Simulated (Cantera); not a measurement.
Input (Python, Cantera) and output of one run.

```python
import numpy as np
import cantera as ct

gas_names = [...]  # 109 gases of nasa_gas.yaml made of C, Cl, H, Si
cond_names = """
    C(gr) C6H6(L) C7H8(L) C8H18(L),n-octa Si(cr) Si(L) SiC(b)
""".split()


# ... load() reads the species with a 1 bar reference pressure and builds the phases ...
atoms = {
    'CH3SiCl3': {'C': 1, 'H': 3, 'Si': 1, 'CL': 3},
    'C3H8': {'C': 3, 'H': 8},
    'H2': {'H': 2},
}
top_T = {'C(gr)': 4500, 'SiC(b)': 3050}  # K; cautious upper limits of use, not melting points


# ... equilibrate(T, P, feed) seeds the gas with the atoms and calls Mixture.equilibrate('TP', solver="vcs", rtol=1e-11, max_steps=5000) ...
results = []
feed = {'CH3SiCl3': 1, 'C3H8': 0.081, 'H2': 210}  # mol
P = 1700  # Pa
for T in [1073, 1223, 1373, 1523, 1673, 1823, 1973, 2123, 2273, 2423, 2573]:
    mix = equilibrate(T, P, feed)
    results.append((T, P, feed, dict(zip(mix.species_names, mix.species_moles))))

top = {s: max(r[3][s] / sum(r[3][g] for g in gas_names) for r in results) for s in gas_names}
cols = sorted((s for s in top if top[s] > 1e-06), key=lambda s: -top[s])[:6]
seen = [c for c in cond_names if any(r[3].get(c, 0) > 1e-12 for r in results)]
print("log10 of partial pressures in bar; condensed amounts in mol")
print(f"{'T/K':>10s}" + "".join(f"{s[:9]:>10s}" for s in cols + seen))
for T, P, feed, n in results:
    ng = sum(n[g] for g in gas_names)
    print(f"{T:10.4g}" + "".join(f"{np.log10(max(n[s] / ng * P / 1e5, 1e-99)):10.3f}" for s in cols)
          + "".join(f"{n.get(c, 0):10.4g}" for c in seen))
```

Result:

```
log10 of partial pressures in bar; condensed amounts in mol
       T/K        H2         H       HCL        Si C2H2,acet        CL     C(gr)    SiC(b)
      1073    -1.776    -8.742    -3.621   -17.310    -9.920   -10.630   0.08155    0.9998
      1223    -1.776    -7.410    -3.621   -14.206    -8.581    -9.320    0.1962    0.9998
      1373    -1.776    -6.365    -3.622   -11.784    -7.538    -8.293     0.225    0.9995
      1523    -1.776    -5.524    -3.622    -9.843    -6.703    -7.466     0.231    0.9989
      1673    -1.776    -4.832    -3.623    -8.253    -6.020    -6.785    0.2169    0.9978
      1823    -1.777    -4.252    -3.624    -6.928    -5.452    -6.217     0.157    0.9944
      1973    -1.781    -3.760    -3.629    -5.806    -4.974    -5.735  0.001578    0.9694
      2123    -1.789    -3.340    -3.640    -4.771    -4.717    -5.325         0    0.7199
      2273    -1.807    -2.979    -3.661    -4.211    -4.388    -4.975         0         0
      2423    -1.838    -2.670    -3.697    -4.187    -4.393    -4.677         0         0
      2573    -1.893    -2.411    -3.761    -4.197    -4.421    -4.433         0         0
```

Equilibrium computed with Cantera from the NASA thermochemical tables; the gas is ideal and each condensed phase is pure. The feed counts by its element totals alone. The tables' values for SiCl are old estimates; treat these amounts as uncertain. Gases not in the tables: Si2H6 and higher silanes.
